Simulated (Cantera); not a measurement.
## Reactions in the system H-Ni-S

Standard-state values (1 bar) from the NASA 1993 polynomials, evaluated with Cantera. Values are per mole of reaction as written; species without (g) are pure solids or liquids, kept so even where they would boil at 1 bar.

NiS₂ + 2 H₂(g) = Ni + 2 H₂S(g)

| T (K) | ΔH° (kJ) | ΔS° (J/K) | ΔG° (kJ) | log10 K | condensed phases |
|---|---|---|---|---|---|
| 300 | 90.3 | 107.9 | 58.0 | -10.09 | NiS₂(s), Ni(s) |
| 2325 | 3.4 | 20.0 | -43.0 | 0.97 | NiS₂(l), Ni(l) |
| 2375 | 2.8 | 19.7 | -44.0 | 0.97 | NiS₂(l), Ni(l) |
| 2425 | 2.3 | 19.5 | -45.0 | 0.97 | NiS₂(l), Ni(l) |
| 2475 | 1.8 | 19.3 | -46.0 | 0.97 | NiS₂(l), Ni(l) |
| 2525 | 1.3 | 19.1 | -47.0 | 0.97 | NiS₂(l), Ni(l) |
